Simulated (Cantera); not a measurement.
Charge: 1 mol Fe3O4, 1.6 mol CH4, 8.2 mol H2, equilibrated at 1598 K and 0.000210 bar.

These are equilibrium values from Cantera (NASA tables, ideal gas, pure condensed phases), not measurements of a reactor. Candidate condensed phases: C, C6H6, C7H8, C8H18, Fe, Fe(CO)5, FeO, Fe(OH)2, Fe(OH)3, Fe2O3, Fe3O4, H2O; 114 gas species. Rates play no part.

Base state: H2 0.696, H2O 0.174, CO 0.113, CO2 0.00942, Fe 0.00503, H 0.00306, OH 2.98e-5 (mole fractions); condensed: Fe(γ).

**Question.** What changes in the equilibrium state with this change: Fe3O4 replaced by Cu2O?

**Answer.** 
| species | before | after |
|---|---|---|
| H2 | 0.696 | 0.789 |
| Cu | 0 | 0.139 |
| CO | 0.113 | 0.0693 |
| H2O | 0.174 | 1.02e-8 |
| Fe | 0.00503 | 0 |
| CO2 | 0.00942 | <1e-9 |
| Cu2 | 0 | 7.39e-5 |
| OH | 2.98e-5 | <1e-9 |
| C2H2 (acetylene) | <1e-9 | 2.12e-5 |
| Fe(γ), mol | 2.93 | 0 |
| C(graphite), mol | 0 | 0.599 |
Further candidate phases: Cu, CuO, Cu(OH)2, Cu2O.
